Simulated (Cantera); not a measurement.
An adiabatic, constant-pressure homogeneous reactor starts with 2.95 % CH₄, 19.1 % O₂, 71.8 % N₂, 6.20 % H₂O, equivalence ratio 0.31, at 1700 K and 1.40 bar.

Detailed kinetics in Cantera: GRI-Mech 3.0 (53 species, 325 reactions).

Q: Predict: time of steepest temperature rise; temperature at 8.00 s; equilibrium temperature; x(O₂) at 8.00 s; x(H₂O) at 8.00 s; x(H) at 8.00 s; x(CO₂) at 8.00 s.

A: 
```json
{
 "time_of_steepest_temperature_rise": "0.141 ms",
 "temperature at 8.00 s": "2253 K",
 "equilibrium_temperature": "2253 K",
 "x(O₂) at 8.00 s": "0.125 (gas-phase equilibrium 0.125)",
 "x(H₂O) at 8.00 s": "0.118 (gas-phase equilibrium 0.118)",
 "x(H) at 8.00 s": "0.000135 (gas-phase equilibrium 0.000135)",
 "x(CO₂) at 8.00 s": "0.0289 (gas-phase equilibrium 0.0289)"
}
```
